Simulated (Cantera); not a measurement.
A freely propagating, adiabatic, planar premixed flame of CH₄ : O₂ : N₂ = 1 : 1.82 : 4.73 (molar parts), equivalence ratio 1.1, unburnt at 575 K and 4500 Torr; mixture-averaged transport, grid criteria slope 0.08 and curve 0.16, no radiation.

Model: GRI-Mech 3.0 (53 species, 325 reactions), integrated in Cantera. Burning velocities carry a grid error of a few per cent, more on coarse grids.

Problem. How do the results move with these cheaper or finer settings: unity-Lewis-number transport; multicomponent transport; multicomponent+Soret transport; grid criteria slope 0.5, curve 1; grid criteria slope 0.25, curve 0.5; grid criteria slope 0.03, curve 0.06?

Solution. 
```json
[
 {"setting": "as above", "laminar burning velocity": "121 cm/s", "thermal thickness": "0.0553 mm", "peak x(HO₂)": "0.000371", "peak x(C₂H)": "2.94e-6", "grid points": "159"},
 {"setting": "unity-Lewis-number transport", "laminar burning velocity": "88.9 cm/s", "thermal thickness": "0.0641 mm", "peak x(HO₂)": "0.000184", "peak x(C₂H)": "2.54e-6", "grid points": "145"},
 {"setting": "multicomponent transport", "laminar burning velocity": "122 cm/s", "thermal thickness": "0.0564 mm", "peak x(HO₂)": "0.000363", "peak x(C₂H)": "3.00e-6", "grid points": "159"},
 {"setting": "multicomponent+Soret transport", "laminar burning velocity": "120 cm/s", "thermal thickness": "0.0563 mm", "peak x(HO₂)": "0.000361", "peak x(C₂H)": "2.82e-6", "grid points": "159"},
 {"setting": "grid criteria slope 0.5, curve 1", "laminar burning velocity": "129 cm/s", "thermal thickness": "0.0600 mm", "peak x(HO₂)": "0.000358", "peak x(C₂H)": "2.89e-6", "grid points": "45"},
 {"setting": "grid criteria slope 0.25, curve 0.5", "laminar burning velocity": "125 cm/s", "thermal thickness": "0.0574 mm", "peak x(HO₂)": "0.000366", "peak x(C₂H)": "2.91e-6", "grid points": "67"},
 {"setting": "grid criteria slope 0.03, curve 0.06", "laminar burning velocity": "120 cm/s", "thermal thickness": "0.0549 mm", "peak x(HO₂)": "0.000371", "peak x(C₂H)": "2.94e-6", "grid points": "376"}
]
```
The base run took very roughly 27 core-seconds.
Unity Lewis numbers drop preferential diffusion, which matters most where H2 and H carry the flame; Soret adds thermal diffusion.
